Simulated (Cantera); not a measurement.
What does this Cantera script print?

```python
import numpy as np
import cantera as ct

gas = ct.Solution("gri30.yaml")
gas.TPX = 1650, 1000000, {'CH3OH': 1, 'O2': 1.72, 'N2': 6.48}
reactor = ct.IdealGasConstPressureReactor(gas, energy="on", clone=False)
net = ct.ReactorNet([reactor])
net.rtol, net.atol = 1e-08, 1e-16
show = ['CH3OH', 'O2', 'CO2', 'C2H2', 'CH2CO', 'CH2O']
times = np.geomspace(2e-06, 7, 16)

steps = ct.SolutionArray(gas, extra=["t"])
rows = []
print(f"{'t/s':>10s}{'T/K':>9s}{'P/Pa':>11s}" + "".join(f"{s:>11s}" for s in show))
for t in times:
    while net.time < t:
        t_next = net.step()
        steps.append(gas.state, t=t_next)
    rows.append([np.interp(t, steps.t, y) for y in (steps.T, steps.P, *steps(*show).X.T)])
    print(f"{t:10.3e}{rows[-1][0]:9.1f}{rows[-1][1]:11.4g}" + "".join(f"{x:11.3e}" for x in rows[-1][2:]))
rate = np.gradient(steps.T, steps.t)
print("integrator steps:", len(steps.t))
if steps.T.max() > steps.T[0] + 200:
    print(f"time of steepest temperature rise: {steps.t[rate.argmax()]:.4e} s")
gas.TPX = 1650, 1000000, {'CH3OH': 1, 'O2': 1.72, 'N2': 6.48}
gas.equilibrate("HP")
print(f"equilibrium (HP): T = {gas.T:.1f} K  " + "  ".join(f"{s} {gas[s].X[0]:.3e}" for s in show))
```

Result:

```
       t/s      T/K       P/Pa      CH3OH         O2        CO2       C2H2      CH2CO       CH2O
 2.000e-06   1651.0      1e+06  1.069e-01  1.858e-01  3.487e-05  9.278e-10  9.149e-10  1.389e-03
 5.461e-06   1676.9      1e+06  9.297e-02  1.777e-01  1.315e-04  4.559e-09  3.470e-08  1.184e-02
 1.491e-05   2846.4      1e+06  2.996e-15  3.672e-02  6.678e-02  1.186e-17  2.974e-16  1.363e-09
 4.072e-05   2902.9      1e+06  2.357e-15  3.369e-02  7.152e-02  1.169e-17  2.194e-16  1.139e-09
 1.112e-04   2897.3      1e+06  2.410e-15  3.203e-02  7.147e-02  1.189e-17  2.227e-16  1.149e-09
 3.037e-04   2889.3      1e+06  2.493e-15  2.970e-02  7.137e-02  1.218e-17  2.272e-16  1.166e-09
 8.292e-04   2885.9      1e+06  2.532e-15  2.872e-02  7.132e-02  1.230e-17  2.291e-16  1.174e-09
 2.264e-03   2885.7      1e+06  2.533e-15  2.869e-02  7.132e-02  1.231e-17  2.291e-16  1.174e-09
 6.183e-03   2885.7      1e+06  2.533e-15  2.869e-02  7.132e-02  1.231e-17  2.291e-16  1.174e-09
 1.688e-02   2885.7      1e+06  2.533e-15  2.869e-02  7.132e-02  1.231e-17  2.291e-16  1.174e-09
 4.610e-02   2885.7      1e+06  2.533e-15  2.869e-02  7.132e-02  1.231e-17  2.291e-16  1.174e-09
 1.259e-01   2885.7      1e+06  2.533e-15  2.869e-02  7.132e-02  1.231e-17  2.291e-16  1.174e-09
 3.438e-01   2885.7      1e+06  2.533e-15  2.869e-02  7.132e-02  1.231e-17  2.291e-16  1.174e-09
 9.388e-01   2885.7      1e+06  2.533e-15  2.869e-02  7.132e-02  1.231e-17  2.291e-16  1.174e-09
 2.563e+00   2885.7      1e+06  2.533e-15  2.869e-02  7.132e-02  1.231e-17  2.291e-16  1.174e-09
 7.000e+00   2885.7      1e+06  2.533e-15  2.869e-02  7.132e-02  1.231e-17  2.291e-16  1.174e-09
integrator steps: 1691
time of steepest temperature rise: 9.4701e-06 s
equilibrium (HP): T = 2885.7 K  CH3OH 2.639e-15  O2 2.869e-02  CO2 7.132e-02  C2H2 1.322e-17  CH2CO 2.555e-16  CH2O 1.174e-09
```

Detailed kinetics in Cantera: GRI-Mech 3.0 (53 species, 325 reactions). GRI-Mech 3.0 was tuned for natural gas; its chemistry of methanol as a main component is partial and can be far from experiment.
